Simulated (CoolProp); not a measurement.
Computed with CoolProp (reference Helmholtz-energy equation of state, Lemmon 2006). It is a short technical equation, of lower accuracy than the large ones.

Question: For acetone, give the phase and the density (kg/m³), cp (kJ/(kg K)), isothermal compressibility (1/MPa), expansivity (1/kK) at 199.85 °C and 357 kPa; 199.85 °C and 2890 kPa.

Answer: 
- 199.85 °C and 357 kPa: gas; density 5.49, cp 1.86, isothermal compressibility 2.92, expansivity 2.44
- 199.85 °C and 2890 kPa: liquid; density 518, cp 3.32, isothermal compressibility 0.0256, expansivity 6.16
